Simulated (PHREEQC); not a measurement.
Dissolve 0.037 mol CuCl2, 0.00062 mol HCl and 4e-05 mol KCl per kg of water at 25 °C. Closed to the air; pH follows from the charge balance.

Computed with PHREEQC (ion-association model, wateq4f.dat).

Task: The ionic strength comes out as 0.106 mol/kgw. What activity coefficients do K+, H+, Cu+2, Cl-, CuCl+ get?

Result: K+ 0.76, H+ 0.82, Cu+2 0.39, Cl- 0.76, CuCl+ 0.77.

No solid was allowed to form.
